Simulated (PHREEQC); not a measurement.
Dissolve 0.068 mol/kgw ZnCl2 and 0.00026 mol/kgw NaOH at 25 °C. Closed to the air; pH follows from the charge balance.

The numbers come from PHREEQC with the ion-association model, wateq4f.dat.

| quantity | before | after |
|---|---|---|
| pH | 6.47 | 10.41 |
| ionic strength (mol/kgw) | 0.188 | 0.000260 |

Problem. Which change was made?
(A) 0.12 mol/kgw HF added
(B) NaOH left out
(C) ZnCl2 left out
(D) diluted 5-fold with water

Solution. C, ZnCl2 left out

No solid was allowed to form. Some of these states are supersaturated (in Zn5(OH)8Cl2, Zincite(c) (slow to form), for instance).
